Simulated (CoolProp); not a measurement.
Values from CoolProp's reference Helmholtz-energy equation of state, de Reuck 1993.

Question: For methanol, give the phase and the isothermal compressibility (1/MPa), viscosity (µPa s) at 442.3 K and 42 bar.

Answer: 
- 442.3 K and 42 bar: liquid; isothermal compressibility 0.00545, viscosity 118

Viscosity comes from a separate model (Xiang 2006).
